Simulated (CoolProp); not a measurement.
A single-stage vapour-compression cycle with R115: evaporating at 270.15 K (dew point), condensing at 335.15 K (bubble point), superheat 8 K, subcooling 5 K, compressor efficiency 0.65, no pressure losses. Each further row changes one setting.

Values from CoolProp's reference Helmholtz-energy equation of state, Lemmon 2016.

```tsv
case	cooling COP	pressure ratio	discharge temperature (K)	refrigerating effect (kJ/kg)	volumetric capacity (kJ/m³)
as stated	1.47	5.37	345.8	48.4	1440
evaporating temperature 275.15 K	1.71	4.58	345.4	51.1	1780
condensing temperature 330.15 K	1.76	4.82	340.6	54.7	1630
subcooling 10 K	1.67	5.37	345.8	54.9	1640
superheat 18 K	1.58	5.37	355.0	55.8	1580
compressor efficiency 0.55	1.24	5.37	351.4	48.4	1440
```
